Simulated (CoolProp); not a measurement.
A single-stage vapour-compression cycle with the fluid: evaporating at 260.15 K (dew point), condensing at 324.15 K (bubble point), superheat 5 K, subcooling 5 K, compressor efficiency 0.9, no pressure losses. The same conditions are run with several fluids, on thermodynamics alone (safety and materials aside).

Values from CoolProp's reference Helmholtz-energy equation of state of each fluid (dimethyl ether: Wu 2011; n-pentane: Thol 2019; carbonyl sulfide: Lemmon 2006; vinyl chloride: Thol 2022; cis-2-butene: Lemmon 2005; C3F8 (R218): Lemmon 2006).

Problem. Rank dimethyl ether, n-pentane, carbonyl sulfide, vinyl chloride, cis-2-butene, C3F8 (R218) by cooling COP, highest first.

Solution. vinyl chloride (3.00), cis-2-butene (2.97), n-pentane (2.91), dimethyl ether (2.89), carbonyl sulfide (2.78), C3F8 (R218) (1.66)

```tsv
fluid	pressure ratio	discharge temperature (K)	refrigerating effect (kJ/kg)	volumetric capacity (kJ/m³)
dimethyl ether	7.11	353.3	316	1140
n-pentane	12.6	324.9	267	115
carbonyl sulfide	5.36	386.9	206	2620
vinyl chloride	7.63	374.4	269	823
cis-2-butene	8.98	343.7	306	407
C3F8 (R218)	6.24	324.1	32.5	812
```

The compression ends wet for: C3F8 (R218).
